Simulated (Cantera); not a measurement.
Input: 1 mol TiCl₄, 0.17 mol H₂O, held at 1800 K and 10000 Pa.

Cantera equilibrium calculation (NASA polynomials, part measured and part estimated; ideal gas, pure solids and liquids). Candidate condensed phases: H₂O, Ti, TiCl₂, TiCl₃, TiCl₄, TiO, TiO₂, Ti₂O₃, Ti₃O₅, Ti₄O₇; 23 gas species. The tables' values for TiCl₂ are old estimates; treat these amounts as uncertain. Kinetics and transport are ignored.

Base state: TiCl₄ 0.631, HCl 0.256, TiCl₃ 0.0568, Cl 0.0515, Cl₂ 0.00266, TiOCl₂ 0.00186, H₂O 2.88e-5, TiCl₂ 2.80e-5 (mole fractions); condensed: TiO₂(rutile).

What changes in the equilibrium state with this change: H₂O from 0.17 to 7.9 mol?


```csv
species,before,after
H₂O,2.88e-5,0.592
HCl,0.256,0.397
Cl,0.0515,0.00533
TiCl₄,0.631,8.65e-9
TiCl₃,0.0568,7.53e-9
TiOCl₂,0.00186,2.18e-7
TiCl₂,2.80e-5,<1e-9
O₂,7.01e-8,0.000583
OH,5.00e-7,0.000685
H₂,1.85e-5,0.00418
Cl₂,0.00266,2.84e-5
"TiO₂(rutile), mol",0.0837,1.000
```
Gases not in the tables: TiO(OH)₂.
